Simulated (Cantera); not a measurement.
Feed: 1 mol Si, 3.7 mol Br2, 3.8 mol H2, at 702 °C and 0.460 bar.

Cantera equilibrium calculation (NASA polynomials, part measured and part estimated; ideal gas, pure solids and liquids). Candidate condensed phases: Br2, Si; 19 gas species. The tables' values for SiBr3 are old estimates; treat these amounts as uncertain. The numbers say what is thermodynamically allowed, not how fast it happens.

Base state: HBr 0.523, H2 0.323, SiBr4 0.154, SiHBr3 0.000312, SiBr3 1.57e-5 (mole fractions); condensed: gas only.

Q: What changes in the equilibrium state with this change: Br2 from 3.7 to 2.8 mol?

A: 
```
species    before    after
-------  --------  -------
H2          0.323    0.535
HBr         0.523    0.287
SiBr4       0.154    0.177
SiHBr3   0.000312  0.00109
SiBr3     1.57e-5  4.25e-5
```

Q: What changes in the equilibrium state with this change: H2 from 3.8 to 0.13 mol?

A: 
| species | before | after |
|---|---|---|
| Br2 | 2.74e-7 | 0.551 |
| SiBr4 | 0.154 | 0.353 |
| HBr | 0.523 | 0.0917 |
| H2 | 0.323 | 4.92e-9 |
| SiHBr3 | 0.000312 | <1e-9 |
| Br | 3.27e-6 | 0.00464 |
| SiBr3 | 1.57e-5 | 2.53e-8 |
